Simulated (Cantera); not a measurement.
Input (Python, Cantera):

```python
import numpy as np
import cantera as ct

gas = ct.Solution("gri30.yaml")


def delay(T, t_max=10):
    gas.TPX = T, 100000, {'H2': 1, 'O2': 0.25, 'N2': 0.9, 'NO': 0.0057}
    reactor = ct.IdealGasConstPressureReactor(gas, clone=False)
    net = ct.ReactorNet([reactor])
    net.rtol, net.atol = 1e-8, 1e-16
    while net.time < t_max:
        t_old, T_old = net.time, reactor.T
        net.step()
        if reactor.T > T + 400:  # ignition: a rise of 400 K
            return t_old + (T + 400 - T_old) / (reactor.T - T_old) * (net.time - t_old)
    return np.nan


taus = []
for T in [1098, 1173, 1248, 1323, 1398, 1473, 1548, 1623, 1698]:
    taus.append(delay(T))
    print(f"T0 = {T:6g} K   tau = {taus[-1]:.4e} s")
```

It prints:

```
T0 =   1098 K   tau = 9.4630e-05 s
T0 =   1173 K   tau = 5.8654e-05 s
T0 =   1248 K   tau = 4.0057e-05 s
T0 =   1323 K   tau = 2.9554e-05 s
T0 =   1398 K   tau = 2.3347e-05 s
T0 =   1473 K   tau = 1.9617e-05 s
T0 =   1548 K   tau = 1.7409e-05 s
T0 =   1623 K   tau = 1.6207e-05 s
T0 =   1698 K   tau = 1.5718e-05 s
```

Detailed kinetics in Cantera: GRI-Mech 3.0 (53 species, 325 reactions). The mechanism lacks 2 NO + O2 → 2 NO2 and HONO, so NO2 and the effect of NO are under-described below about 1400 K. Where the delays flatten at high temperature, the 400 K rule measures the pace of heat release, not the induction time.
